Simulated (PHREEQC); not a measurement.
**Buffer: speciation**

Solution (25 °C): 72 mmol/kgw HF, 0.51 mmol/kgw K2HPO4 and 0.16 mmol/kgw KCl. Closed to the air; pH follows from the charge balance.

Equilibrium calculation in PHREEQC: ion-association model, wateq4f.dat.

Precipitation was switched off in this run.

Q: Estimate the pH, ionic strength.

A: pH 2.22; ionic strength 0.00773 mol/kgw.

Q: In which forms is P present?

A: H2PO4- 55 %, H3PO4 45 % of the P.

wateq4f.dat counts part of the HF as a dimer, H2F2, which phreeqc.dat doesn't know; its constant is uncertain. H3PO4, which wateq4f.dat lacks, is added to it with the constant of phreeqc.dat.
